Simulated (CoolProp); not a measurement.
Vapour-liquid equilibrium of dimethyl ether (1) + chloromethane (R40) (2) at 312.7 K; x and y are mole fractions of (1).

Computed with CoolProp (multi-fluid Helmholtz-energy mixture model, Wu 2011 and Thol 2014; pair parameters Bell 2016).

Problem. Give the bubble pressure and the first vapour's composition at x = 0.25, 0.55, 0.65. Is there an azeotrope?

Solution. x = 0.25: 8.368 bar, y = 0.238; x = 0.55: 8.308 bar, y = 0.557; x = 0.65: 8.358 bar, y = 0.664. y crosses x between x = 0.45 and 0.55: the model has an azeotrope there.

The pair parameters rest on a limited set of measurements; away from them the model extrapolates.
